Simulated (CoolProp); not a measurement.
Benzene at several states: fugacity coefficient from the reference equation and from simpler models built on Tc = 288.9 °C, pc = 49.06 bar, ω = 0.211; each cubic takes its own stable root.

Values from CoolProp's reference Helmholtz-energy equation of state, Thol 2012.

| T (°C) | p (bar) | phase | reference | van der Waals | Soave-Redlich-Kwong | Peng-Robinson |
|---|---|---|---|---|---|---|
| 239.25 | 44.6 | liquid | 0.4643 | 0.5903 | 0.4769 | 0.4605 |
| 309.45 | 28.4 | gas | 0.8297 | 0.8439 | 0.8304 | 0.8135 |
| 337.55 | 0.248 | gas | 0.9987 | 0.9988 | 0.9987 | 0.9985 |
| 29.15 | 0.127 | gas | 0.9931 | 0.9968 | 0.9948 | 0.9946 |
| 113.15 | 14.2 | liquid | 0.1740 | 0.5635 | 0.1757 | 0.1742 |
| 300.65 | 1.04 | gas | 0.9933 | 0.9940 | 0.9933 | 0.9925 |
